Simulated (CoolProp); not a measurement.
Vapour-liquid equilibrium of R134a (1) + R152A (2) at 0.65 MPa; x and y are mole fractions of (1).

The numbers come from the multi-fluid Helmholtz-energy mixture model, Tillner-Roth 1994 and Outcalt 1996; pair parameters Lemmon 2004 in CoolProp.

```
x     bubble temperature (°C)  y at the bubble point  dew temperature at overall composition x (°C)  liquid density (mol/L)
----  -----------------------  ---------------------  ---------------------------------------------  ----------------------
0.05                     27.9                    ___                                           27.9                   13.39
0.15                     27.7                  0.155                                           27.8                   13.18
0.25                      ___                    ___                                           27.6                   12.98
0.35                     27.3                  0.366                                           27.3                   12.79
0.45                     26.9                  0.471                                           27.0                   12.62
0.55                     26.5                    ___                                           26.6                   12.46
0.65                     26.1                    ___                                           26.2                     ___
0.75                     25.6                  0.773                                           25.7                   12.17
0.85                     25.1                  0.867                                           25.2                   12.04
0.95                     24.5                  0.957                                           24.6                   11.91
```

### Question
What belongs in the gaps?

### Answer

- 0.05, y at the bubble point: 0.051
- 0.25, bubble temperature (°C): 27.5
- 0.25, y at the bubble point: 0.261
- 0.55, y at the bubble point: 0.574
- 0.65, y at the bubble point: 0.675
- 0.65, liquid density (mol/L): 12.31

No azeotrope shows between x = 0.05 and 0.95.

The pair parameters rest on a limited set of measurements; away from them the model extrapolates.
